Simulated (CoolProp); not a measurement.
Computed with CoolProp (reference Helmholtz-energy equation of state, Lemmon 2009).

Q: For propane, give the phase and the expansivity (1/kK), viscosity (µPa s), fugacity coefficient at 132.65 °C and 0.797 MPa; 132.65 °C and 2.39 MPa; 132.65 °C and 3.99 MPa.

A: 
- 132.65 °C and 0.797 MPa: gas; expansivity 2.89, viscosity 11.1, fugacity coefficient 0.953
- 132.65 °C and 2.39 MPa: gas; expansivity 4.23, viscosity 11.7, fugacity coefficient 0.862
- 132.65 °C and 3.99 MPa: gas; expansivity 7.06, viscosity 13.0, fugacity coefficient 0.774

Viscosity comes from a separate model (Vogel 1998).
